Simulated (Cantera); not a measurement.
## Stirred combustor or abatement burner

A perfectly stirred reactor is fed with 6.56 % CH₄, 0.374 % H₂, 13.7 % O₂, 66.9 % N₂, 12.5 % H₂O, equivalence ratio 0.97, at 5.00 bar; it is adiabatic with a 475 K inlet, and is followed from long to short residence time, starting on the burning branch (τ in s: 0.057, 0.023, 0.0093, 0.0037, 0.0015, 0.00061, 0.00025, 9.9e-05, 4e-05, 1.6e-05).

Model: GRI-Mech 3.0 (53 species, 325 reactions), integrated in Cantera.

| τ (s) | T (K) | x CH₄ | x H₂ | x O₂ | x H₂O₂ | x C₂H₄ |
|---|---|---|---|---|---|---|
| 0.057 | 1894 | 1.03e-5 | 0.000783 | 0.00469 | 1.15e-7 | 6.91e-9 |
| 0.023 | 1887 | 1.90e-5 | 0.00118 | 0.00512 | 1.65e-7 | 2.22e-8 |
| 0.0093 | 1877 | 3.50e-5 | 0.00176 | 0.00579 | 2.40e-7 | 6.65e-8 |
| 0.0037 | 1861 | 6.70e-5 | 0.00258 | 0.00681 | 3.51e-7 | 1.97e-7 |
| 0.0015 | 1839 | 0.000133 | 0.00364 | 0.00834 | 5.04e-7 | 5.87e-7 |
| 0.00061 | 1804 | 0.000300 | 0.00502 | 0.0109 | 7.18e-7 | 2.10e-6 |
| 0.00025 | 475 | 0.0656 | 0.00374 | 0.137 | <1e-12 | <1e-12 |
| 9.9e-5 | 475 | 0.0656 | 0.00374 | 0.137 | <1e-12 | <1e-12 |
| 4.0e-5 | 475 | 0.0656 | 0.00374 | 0.137 | <1e-12 | <1e-12 |
| 1.6e-5 | 475 | 0.0656 | 0.00374 | 0.137 | <1e-12 | <1e-12 |
x: mole fraction; the columns are a selection and need not sum to one.
